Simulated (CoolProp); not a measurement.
Propane at several states: Z from the reference equation and from simpler models built on Tc = 369.9 K, pc = 4.251 MPa, ω = 0.152; each cubic takes its own stable root.

The numbers come from the reference Helmholtz-energy equation of state, Lemmon 2009 in CoolProp.

| T (K) | p (MPa) | phase | reference | van der Waals | Soave-Redlich-Kwong |
|---|---|---|---|---|---|
| 120.6 | 1.45 | liquid | 0.09138 | 0.1463 | [?] |
| 146.4 | 0.223 | liquid | 0.01204 | 0.01916 | [?] |
| 314.2 | 1.79 | liquid | [?] | 0.7669 | 0.07155 |

Q: Some entries are withheld; supply them.

A: 
- 120.6, Soave-Redlich-Kwong: 0.09853
- 146.4, Soave-Redlich-Kwong: 0.01284
- 314.2, reference: 0.06465

At some of these states van der Waals gives the other phase, because its saturation line lies elsewhere.
